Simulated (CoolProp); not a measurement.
Vapour-liquid equilibrium of n-pentane (1) + acetone (2) at 0.431 MPa; x and y are mole fractions of (1).

Model: multi-fluid Helmholtz-energy mixture model, Thol 2019 and Lemmon 2006; pair parameters Bell 2016, in CoolProp.

Give the bubble temperature and the first vapour's composition at x = 0.55, 0.65, 0.85. Is there an azeotrope?

x = 0.55: 355.2 K, y = 0.638; x = 0.65: 354.7 K, y = 0.680; x = 0.85: 355.4 K, y = 0.801. y crosses x between x = 0.65 and 0.75: the model has an azeotrope there.

Pair parameters are fitted to limited data, so mixtures are less certain than the pure fluids.
